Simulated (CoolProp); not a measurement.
The numbers come from the reference Helmholtz-energy equation of state, Lemmon 2006 in CoolProp. It is a short technical equation, of lower accuracy than the large ones.

### Question
Give the vapour pressure (kPa), liquid cp (kJ/(kg K)), vapour Z of saturated R141b at 372.9 K.

### Answer
```tsv
T (K)	p (kPa)	liquid cp (kJ/(kg K))	vapour Z
372.9	674	1.30	0.861
```
